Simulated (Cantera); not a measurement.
An isothermal, constant-pressure homogeneous reactor starts with 40.0 % NO, 60.0 % N₂, at 1925 K and 0.0267 bar.

Computed with Cantera and GRI-Mech 3.0 (53 species, 325 reactions). Radical loss at walls, strong at low pressure, is not modelled.

x: mole fraction; the columns are a selection and need not sum to one.

| t (s) | x NO | x NO₂ | x O₂ | x O | x N₂ |
|---|---|---|---|---|---|
| 0.000300 | 0.400 | 3.42e-9 | 1.41e-9 | … | 0.600 |
| 0.000808 | 0.400 | 2.39e-8 | 1.02e-8 | … | 0.600 |
| 0.00217 | 0.400 | 1.58e-7 | 7.54e-8 | … | 0.600 |
| 0.00585 | 0.400 | 9.15e-7 | 5.74e-7 | … | 0.600 |
| 0.0158 | 0.400 | 4.05e-6 | 4.96e-6 | … | 0.600 |
| 0.0424 | 0.400 | 1.12e-5 | 4.91e-5 | … | 0.600 |
| 0.114 | 0.399 | 1.63e-5 | 0.000344 | 0.000217 | 0.600 |
| 0.307 | 0.397 | 1.81e-5 | 0.00133 | … | 0.601 |
| 0.828 | 0.391 | 2.19e-5 | 0.00407 | … | 0.604 |
| 2.23 | 0.376 | 2.98e-5 | 0.0119 | … | 0.612 |
| 6.00 | 0.331 | 4.21e-5 | 0.0343 | … | 0.634 |

Some entries are withheld; supply them.


- 0.000300, x O: 8.46e-7
- 0.000808, x O: 2.28e-6
- 0.00217, x O: 6.21e-6
- 0.00585, x O: 1.73e-5
- 0.0158, x O: 5.01e-5
- 0.0424, x O: 0.000135
- 0.307, x O: 0.000235
- 0.828, x O: 0.000266
- 2.23, x O: 0.000335
- 6.00, x O: 0.000477
